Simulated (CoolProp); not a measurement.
Vapour-liquid equilibrium of R245fa (1) + isopentane (2) at 51.35 °C; x and y are mole fractions of (1).

Model: multi-fluid Helmholtz-energy mixture model, Akasaka 2015 and Lemmon 2006; pair parameters Bell 2016, in CoolProp.

### Question
Give the bubble pressure and the first vapour's composition at x = 0.35, 0.65, 0.8. Is there an azeotrope?

### Answer
x = 0.35: 407.8 kPa, y = 0.587; x = 0.65: 436.6 kPa, y = 0.680; x = 0.8: 433.2 kPa, y = 0.732. y crosses x between x = 0.65 and 0.8: the model has an azeotrope there.

Pair parameters are fitted to limited data, so mixtures are less certain than the pure fluids. With so large a gap from Raoult's law the liquid may split in two, which this calculation doesn't test in full.
